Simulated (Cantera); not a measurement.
# Diamond growth

A diamond (100) surface in a fixed gas of H2 with x(CH4) = 0.011, x(CH3) = 1.2e-05, at 1325 K, 0.0330 bar; coverages are run to steady state.

Detailed kinetics in Cantera: the Harris–Goodwin 1993 mechanism for the reconstructed diamond (100) surface.

```tsv
x(H)	growth (µm/h)	θ c6HH	θ c6H*	θ c6*H	θ c6**
0.0001	0.00107	0.673	0.0287	0.294	0.00390
0.00024	0.00562	0.545	0.0394	0.404	0.0108
0.00059	0.0189	0.453	0.0465	0.477	0.0225
0.0014	0.0392	0.404	0.0498	0.511	0.0345
0.0035	0.0623	0.379	0.0513	0.526	0.0438
0.0086	0.0872	0.368	0.0518	0.531	0.0488
0.021	0.125	0.364	0.0521	0.533	0.0511
0.051	0.192	0.362	0.0524	0.533	0.0522
0.12	0.292	0.361	0.0529	0.533	0.0528
```
θ: site fractions in the mechanism's names (c6HH fully hydrogenated, c6H* and c6*H radical sites, c6** diradical, c6HM methylated).
